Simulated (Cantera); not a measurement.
Input (Python, Cantera) and output of one run.

```python
import numpy as np
import cantera as ct

gas_names = """
    O2 PbO CO2 TaO2
""".split()
cond_names = """
    Pb(cr) Pb(L) C(gr) Ta(cr) Ta(L) V(cr) V(L) V2O5(s) V2O5(L)
""".split()


# ... load() reads the species with a 1 bar reference pressure and builds the phases ...
species = {s.name: s for s in load("nasa_gas.yaml", gas_names) + load("nasa_condensed.yaml", cond_names)}
# Each term lists the table entries of one substance; the one whose range holds T is used.
reactions = {
    '2 Pb + O2(g) = 2 PbO(g)':
        [(-2, ['Pb(cr)', 'Pb(L)']), (-1, ['O2']), (2, ['PbO'])],
    'C + O2(g) = CO2(g)':
        [(-1, ['C(gr)']), (-1, ['O2']), (1, ['CO2'])],
    'Ta + O2(g) = TaO2(g)':
        [(-1, ['Ta(cr)', 'Ta(L)']), (-1, ['O2']), (1, ['TaO2'])],
    '0.8 V + O2(g) = 0.4 V2O5':
        [(-0.8, ['V(cr)', 'V(L)']), (-1, ['O2']), (0.4, ['V2O5(s)', 'V2O5(L)'])],
}


def pick(names, T):
    return next(species[n] for n in names if species[n].thermo.min_temp <= T <= species[n].thermo.max_temp)


results = []
for label, terms in reactions.items():
    print(label)
    print("     T/K   dH/kJ  dS/(J/K)   dG/kJ   log10 K")
    for T in [300, 1498, 1598, 1698, 1798, 1898, 1998, 2098, 2198, 2298, 2398, 2498]:
        used = [(nu, pick(names, T)) for nu, names in terms]
        dH = sum(nu * s.thermo.h(T) for nu, s in used) / 1e6
        dS = sum(nu * s.thermo.s(T) for nu, s in used) / 1e3
        dG = dH - T * dS / 1e3
        logK = -dG * 1e6 / (ct.gas_constant * T * np.log(10))
        results.append((label, T, dH, dS, dG, logK, [s.name for _, s in used]))
        print(f"{T:8g} {dH:8.1f} {dS:8.1f} {dG:8.1f} {logK:8.2f}")
```

Result:

```
2 Pb + O2(g) = 2 PbO(g)
     T/K   dH/kJ  dS/(J/K)   dG/kJ   log10 K
     300    140.6    145.2     97.0   -16.89
    1498    108.0     98.6    -39.8     1.39
    1598    106.1     97.4    -49.6     1.62
    1698    104.3     96.3    -59.3     1.82
    1798    102.4     95.2    -68.8     2.00
    1898    100.5     94.2    -78.3     2.15
    1998     98.6     93.2    -87.7     2.29
    2098     96.7     92.3    -97.0     2.41
    2198     94.7     91.4   -106.1     2.52
    2298     92.7     90.5   -115.2     2.62
    2398     90.6     89.6   -124.2     2.71
    2498     88.4     88.7   -133.1     2.78
C + O2(g) = CO2(g)
     T/K   dH/kJ  dS/(J/K)   dG/kJ   log10 K
     300   -393.5      2.9   -394.4    68.67
    1498   -395.7      0.4   -396.3    13.82
    1598   -395.9      0.3   -396.3    12.95
    1698   -396.1      0.1   -396.3    12.19
    1798   -396.3     -0.0   -396.3    11.51
    1898   -396.6     -0.1   -396.3    10.91
    1998   -396.8     -0.3   -396.3    10.36
    2098   -397.1     -0.4   -396.2     9.87
    2198   -397.4     -0.5   -396.2     9.42
    2298   -397.7     -0.7   -396.1     9.00
    2398   -398.0     -0.8   -396.1     8.63
    2498   -398.3     -0.9   -396.0     8.28
Ta + O2(g) = TaO2(g)
     T/K   dH/kJ  dS/(J/K)   dG/kJ   log10 K
     300   -200.9     33.6   -210.9    36.73
    1498   -209.9     21.3   -241.8     8.43
    1598   -210.8     20.8   -243.9     7.97
    1698   -211.7     20.2   -246.0     7.57
    1798   -212.7     19.6   -248.0     7.20
    1898   -213.7     19.0   -249.9     6.88
    1998   -214.8     18.5   -251.8     6.58
    2098   -216.0     17.9   -253.6     6.31
    2198   -217.2     17.4   -255.3     6.07
    2298   -218.5     16.8   -257.1     5.84
    2398   -219.8     16.2   -258.7     5.64
    2498   -221.3     15.6   -260.3     5.44
0.8 V + O2(g) = 0.4 V2O5
     T/K   dH/kJ  dS/(J/K)   dG/kJ   log10 K
     300   -620.2   -176.0   -567.4    98.80
    1498   -578.3   -128.8   -385.4    13.44
    1598   -577.1   -128.0   -372.5    12.18
    1698   -576.1   -127.4   -359.8    11.07
    1798   -575.2   -126.9   -347.1    10.08
    1898   -574.4   -126.5   -334.4     9.20
    1998   -573.8   -126.1   -321.8     8.41
    2098   -573.3   -125.9   -309.2     7.70
    2198   -591.2   -134.1   -296.5     7.05
    2298   -591.1   -134.0   -283.1     6.44
    2398   -591.0   -134.0   -269.7     5.87
    2498   -591.0   -134.0   -256.3     5.36
```

Cantera with NASA thermochemical tables; ideal gases at 1 bar, condensed phases pure. Condensed species are held in their standard states even where they would react or evaporate.
